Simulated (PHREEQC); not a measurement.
PHREEQC input (ion-association model, wateq4f.dat):

```
SOLUTION_MASTER_SPECIES
  An  An-  0  An  62.0  # stands for a non-complexing anion
SOLUTION_SPECIES
  An- = An-
    -log_k 0
    -gamma 3.0 0
PHASES
  Fix_H+
    H+ = H+
    -log_k 0
SOLUTION 1
  temp 25
  units mmol/kgw
  pH 7 charge
  Cl 0.0005
  Pb 0.00012
  Mg 0.00013
  Na 1
  An 1
END
SELECTED_OUTPUT 1
  -reset false
  -pH true
  -pe true
  -ionic_strength true
  -water true
  -totals Cl Mg Na Pb
  -molalities Hfo_wOH Hfo_wOH2+ Hfo_wO- Hfo_sOH Hfo_sOH2+ Hfo_sO- Hfo_sOPb+ Hfo_wOPb+ Hfo_wOMg+
  -saturation_indices Brucite Litharge Cotunnite Laurionite Halite
USER_PUNCH 1
  -headings sigma psi
  10 PUNCH EDL("sigma", "Hfo"), EDL("psi", "Hfo")
PRINT
  -reset false
USE solution 1
SURFACE 1
  Hfo_wOH 3.59551e-05 600 0.016
  Hfo_sOH 8.98876e-07
EQUILIBRIUM_PHASES 1
  Fix_H+ -4 HAn 10
    -force_equality true
  O2(g) -0.68 10
END
# ... the last block is repeated for the other 16 points of pH, with NaOH or the acid as the point needs
```

Selected output (columns that matter, 12 of 17 rows; pH added in front):

```
pH	mu	Mg	Na	Pb	m_Hfo_wOH	m_Hfo_wOH2+	m_Hfo_wO-	m_Hfo_sOH	si_Brucite	si_Litharge	si_Cotunnite	si_Halite	sigma	psi
4	0.0011102	1.3e-07	0.001	1.1317e-07	2.2681e-05	1.2317e-05	9.5685e-07	5.6273e-07	-15.79	-11.732	-14.876	-10.916	0.11709	0.21031
4.5	0.0010372	1.3e-07	0.001	8.3644e-08	2.5227e-05	9.1319e-06	1.5965e-06	6.0521e-07	-14.788	-10.861	-15.005	-10.915	0.077925	0.19115
5.5	0.0010052	1.3e-07	0.001	4.5781e-09	2.7208e-05	5.8454e-06	2.9013e-06	5.9304e-07	-12.787	-10.124	-16.267	-10.914	0.031398	0.1454
6	0.0010024	1.3e-07	0.001	5.518e-10	2.7465e-05	5.1038e-06	3.3859e-06	5.9558e-07	-11.787	-10.048	-17.191	-10.914	0.018843	0.11955
7	0.0010008	1.2994e-07	0.001	7.4125e-12	2.759e-05	4.4131e-06	3.9515e-06	5.9787e-07	-9.7872	-9.9824	-19.125	-10.914	0.0059476	0.064244
7.5	0.0010008	1.2938e-07	0.0010003	1.0205e-12	2.7598e-05	4.2544e-06	4.1014e-06	5.9805e-07	-8.789	-9.9664	-20.11	-10.914	0.0027835	0.035615
8.5	0.0010039	8.9704e-08	0.0010038	4.9824e-14	2.7564e-05	4.0164e-06	4.3338e-06	5.9798e-07	-6.9486	-9.9419	-22.085	-10.912	-0.0016481	-0.022094
9	0.0010111	2.453e-08	0.0010113	1.8119e-14	2.75e-05	3.8546e-06	4.4946e-06	5.9767e-07	-6.5129	-9.9248	-23.068	-10.909	-0.0043054	-0.050676
10	0.0011052	3.5746e-10	0.001106	7.5299e-15	2.7363e-05	3.3665e-06	5.0952e-06	5.951e-07	-6.3645	-9.8663	-25.011	-10.872	-0.015245	-0.10648
10.5	0.0013317	4.5309e-11	0.0013331	9.4583e-15	2.7102e-05	2.8792e-06	5.844e-06	5.8941e-07	-6.2955	-9.7984	-25.946	-10.794	-0.027936	-0.13229
11.5	0.0044088	2.4303e-12	0.0044141	1.4489e-13	2.3155e-05	1.0578e-06	1.1612e-05	5.0359e-07	-5.8606	-9.3636	-27.538	-10.3	-0.10587	-0.16976
12	0.012239	1.9628e-12	0.012249	3.5079e-12	1.5729e-05	2.8609e-07	1.981e-05	3.4207e-07	-5.2929	-8.7958	-28.008	-9.8931	-0.198	-0.17568
```
